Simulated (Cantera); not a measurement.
Feed: 1 mol PbO, 7.1 mol C, 0.098 mol CO, held at 1677 °C and 82.0 mbar.

Method: chemical equilibrium by Gibbs-energy minimisation in Cantera with the NASA 1993 tables (ideal gas, pure condensed phases). Candidate condensed phases: C, Pb, PbO, PbO2, Pb3O4; 15 gas species. The numbers say what is thermodynamically allowed, not how fast it happens.

Base state: CO 0.523, Pb 0.476, Pb2 0.000100 (mole fractions); condensed: C(graphite).

What changes in the equilibrium state with this change: 0.0026 mol H2O added?


```csv
species,before,after
CO,0.523,0.523
Pb,0.476,0.475
H2,0,0.00117
H,0,0.000137
Pb2,0.000100,9.95e-5
"C(graphite), mol",6.10,6.10
```
Further candidate phases: C6H6, C7H8, C8H18, H2O.
